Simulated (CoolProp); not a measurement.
Saturated liquid density (kg/m³) of hexamethyldisiloxane (MM): the reference equation beside estimates from Tc = 518.7 K, pc = 1.931 MPa, ω = 0.418.

Values from CoolProp's reference Helmholtz-energy equation of state, Thol 2016.

| T (K) | reference | van der Waals | Soave-Redlich-Kwong | Peng-Robinson |
|---|---|---|---|---|
| 365.2 | 685.0 | 413.5 | 640.1 | 724.3 |
| 368.5 | 681.1 | 411.2 | 636.2 | 720.0 |
| 371.8 | 677.1 | 408.8 | 632.3 | 715.7 |
| 375 | 673.2 | 406.5 | 628.3 | 711.4 |
| 378.3 | 669.2 | 404.1 | 624.2 | 706.8 |
| 381.6 | 665.1 | 401.6 | 620.0 | 702.2 |
| 384.9 | 661.0 | 399.2 | 615.7 | 697.5 |
| 388.2 | 656.8 | 396.6 | 611.3 | 692.7 |
| 391.5 | 652.6 | 394.1 | 606.9 | 687.7 |

Absolute difference from the reference over all 9 rows, mean and median: van der Waals 39.6 and 39.6 %, Soave-Redlich-Kwong 6.7 and 6.7 %, Peng-Robinson 5.6 and 5.6 %.
